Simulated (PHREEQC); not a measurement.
Make-up at 25 °C: 0.0014 mol CuCl2 and 0.00011 mol H2SO4 per kg of water. Closed to the air; pH follows from the charge balance.

Computed with PHREEQC (ion-association model, wateq4f.dat).

| quantity | before | after |
|---|---|---|
| pH | 3.69 | 3.90 |
| SO4-2 (mol/kgw) | 9.35e-5 | 9.40e-5 |
| HSO4- (mol/kgw) | 1.51e-6 | 9.26e-7 |

**Question.** What was changed between the two runs?
A) H2SO4 from 0.00011 to 0.000165 mol/kgw
B) CuCl2 replaced by NH4Cl at the same molality
C) diluted 10-fold with water
D) temperature from 25 to 10 °C
E) 8.6e-05 mol/kgw NaHCO3 added

**Answer.** E, 8.6e-05 mol/kgw NaHCO3 added

No solid was allowed to form.
